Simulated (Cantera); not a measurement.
Input: 1 mol SiH2Cl2, 970 mol H2, equilibrated at 10000 Pa.

Equilibrium computed with Cantera from the NASA thermochemical tables; the gas is ideal and each condensed phase is pure. Candidate condensed phases: Si; 19 gas species. The numbers say what is thermodynamically allowed, not how fast it happens. All values below are at 1250 K.

Base state: H2 0.998, HCl 0.00203, SiCl2 1.04e-5 (mole fractions); condensed: Si(s).

Task: What changes in the equilibrium state with this change: SiH2Cl2 replaced by Si3H8?

Result: 
```csv
species,before,after
H2,0.998,1.000
HCl,0.00203,0
SiCl2,1.04e-5,0
"Si(s), mol",0.989,3.00
```
The feed counts by its element totals alone.
